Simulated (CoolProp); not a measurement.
Vapour-liquid equilibrium of CH2F2 (R32) (1) + fluoroethane (R161) (2) at 5.01 bar; x and y are mole fractions of (1).

Computed with CoolProp (multi-fluid Helmholtz-energy mixture model, Tillner-Roth 1997 and Wu 2012; pair parameters Bell 2016).

Problem. Give the bubble temperature and the first vapour's composition at x = 0.2, 0.65, 0.95. Is there an azeotrope?

Solution. x = 0.2: 271.5 K, y = 0.318; x = 0.65: 263.3 K, y = 0.754; x = 0.95: 259.5 K, y = 0.968. No azeotrope shows between x = 0.05 and 0.95.

The pair parameters rest on a limited set of measurements; away from them the model extrapolates.
